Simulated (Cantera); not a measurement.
Input: 1 mol SiH2Cl2, 14 mol NH3, at 2073.15 K and 13300 Pa.

Method: chemical equilibrium by Gibbs-energy minimisation in Cantera with the NASA 1993 tables (ideal gas, pure condensed phases). Candidate condensed phases: NH4Cl, Si, Si3N4; 28 gas species. The tables' values for SiCl, SiCl3, SiN are old estimates; treat these amounts as uncertain. Gases not in the tables: Si2H6 and higher silanes. Kinetics and transport are ignored.

Base state: H2 0.702, N2 0.232, HCl 0.0500, SiCl2 0.00783, H 0.00604, Si 0.000749, SiCl 0.000345, Cl 0.000317 (mole fractions); condensed: Si(l).

Q: What changes in the equilibrium state with this change: NH3 from 14 to 26 mol?

A: 
| species | before | after |
|---|---|---|
| H2 | 0.702 | 0.719 |
| N2 | 0.232 | 0.240 |
| HCl | 0.0500 | 0.0307 |
| SiCl2 | 0.00783 | 0.00289 |
| SiCl3 | 3.06e-5 | 6.84e-6 |
| SiCl | 0.000345 | 0.000209 |
| Cl | 0.000317 | 0.000193 |
| SiH2 | 0.000111 | 0.000114 |
| SiN | 2.90e-5 | 2.95e-5 |
| Si(l), mol | 0.719 | 0.771 |
The tables' values for SiCl, SiN are old estimates; treat these amounts as uncertain.

Q: What changes in the equilibrium state with this change: temperature from 2073.15 K to 1500 K?

A: 
```tsv
species	before	after
H2	0.702	0.716
N2	0.232	0.216
HCl	0.0500	0.0675
SiCl2	0.00783	0.000285
Si	0.000749	1.10e-9
SiH	0.000132	1.09e-9
Si2N	3.56e-5	<1e-9
SiN	2.90e-5	<1e-9
Si(l), mol	0.719	0
Si3N4(s), mol	0	0.330
```
The tables' values for SiCl3 are old estimates; treat these amounts as uncertain.

Q: What changes in the equilibrium state with this change: NH3 from 14 to 0.55 mol?

A: 
```
species      before    after
----------  -------  -------
H2            0.702    0.478
HCl          0.0500    0.212
SiCl2       0.00783    0.207
N2            0.232   0.0884
SiCl4       1.23e-7  8.63e-5
SiCl3       3.06e-5  0.00416
Si(l), mol    0.719    0.333
```
The tables' values for SiCl3, SiCl, SiN are old estimates; treat these amounts as uncertain.
